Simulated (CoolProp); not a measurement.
Saturation properties of acetone (Tc = 235.0 °C, pc = 4692 kPa, ω = 0.307).

Values from CoolProp's reference Helmholtz-energy equation of state, Lemmon 2006. It is a short technical equation, of lower accuracy than the large ones.

| T (°C) | p (kPa) | liquid density (kg/m³) | vapour density (kg/m³) | surface tension (mN/m) |
|---|---|---|---|---|
| 119.75 | 601.4 | 666.4 | 12.62 | 11.3 |
| 131.25 | 776.7 | 649.3 | 16.35 | 10.0 |
| 142.75 | 988.3 | 631.2 | 20.98 | 8.74 |
| 154.25 | 1241 | 612.0 | 26.74 | 7.49 |
| 165.75 | 1539 | 591.2 | 33.94 | 6.27 |
| 177.25 | 1889 | 568.6 | 43.03 | 5.08 |
| 188.75 | 2297 | 543.5 | 54.70 | 3.92 |
| 200.25 | 2769 | 514.9 | 70.18 | 2.81 |
| 211.85 | 3320 | 480.3 | 92.07 | 1.76 |

It boils at 56.1 °C under 1 atm.

Surface tension comes from a separate correlation (Mulero 2012).
